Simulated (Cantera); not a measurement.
Charge: 1 mol Al, 88 mol N2, at 1248 K and 1.00 bar.

These are equilibrium values from Cantera (NASA tables, ideal gas, pure condensed phases), not measurements of a reactor. Candidate condensed phases: Al, AlN; 5 gas species. Rates play no part.

Base state: N2 1.00 (mole fractions); condensed: AlN(s).

**Question.** What changes in the equilibrium state with this change: Al replaced by AlCl3?

**Answer.** 
| species | before | after |
|---|---|---|
| N2 | 1.00 | 0.989 |
| AlCl3 | 0 | 0.0112 |
| AlN(s), mol | 1.00 | 0 |
Further candidate phases: AlCl3.
